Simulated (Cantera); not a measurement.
Cantera run:

```python
import numpy as np
import cantera as ct

gas_names = """
    P4 O
""".split()
cond_names = """
    P4O10(s)
""".split()


def load(file, names, dense=False):
    # The tables refer to 1 bar. Condensed volumes are neglected.
    table = {s.name: s for s in ct.Species.list_from_file(file)}
    out = []
    for n in names:
        d = dict(table[n].input_data)
        d["thermo"] = dict(d["thermo"], **{"reference-pressure": 1e5})
        if dense:
            d["equation-of-state"] = {"model": "constant-volume", "density": "1e6 g/cm^3"}
        out.append(ct.Species.from_dict(d))
    return out


species = {s.name: s for s in load("nasa_gas.yaml", gas_names) + load("nasa_condensed.yaml", cond_names)}
# Each term lists the table entries of one substance; the one whose range holds T is used.
reactions = {
    'P4O10 = P4(g) + 10 O(g)':
        [(-1, ['P4O10(s)']), (1, ['P4']), (10, ['O'])],
}


def pick(names, T):
    return next(species[n] for n in names if species[n].thermo.min_temp <= T <= species[n].thermo.max_temp)


results = []
for label, terms in reactions.items():
    print(label)
    print("     T/K   dH/kJ  dS/(J/K)   dG/kJ   log10 K")
    for T in [300, 350, 400, 450, 500, 550, 600]:
        used = [(nu, pick(names, T)) for nu, names in terms]
        dH = sum(nu * s.thermo.h(T) for nu, s in used) / 1e6
        dS = sum(nu * s.thermo.s(T) for nu, s in used) / 1e3
        dG = dH - T * dS / 1e3
        logK = -dG * 1e6 / (ct.gas_constant * T * np.log(10))
        results.append((label, T, dH, dS, dG, logK, [s.name for _, s in used]))
        print(f"{T:8g} {dH:8.1f} {dS:8.1f} {dG:8.1f} {logK:8.2f}")
```

It prints:

```
P4O10 = P4(g) + 10 O(g)
     T/K   dH/kJ  dS/(J/K)   dG/kJ   log10 K
     300   5560.8   1662.3   5062.1  -881.37
     350   5563.9   1671.8   4978.7  -743.02
     400   5565.8   1677.0   4895.0  -639.21
     450   5566.7   1679.1   4811.1  -558.45
     500   5566.6   1678.9   4727.1  -493.83
     550   5565.6   1677.0   4643.2  -440.97
     600   5563.7   1673.7   4559.5  -396.93
```

Source: NASA polynomial tables (part measured, part estimated), evaluated in Cantera. Condensed species are held in their standard states even where they would react or evaporate.
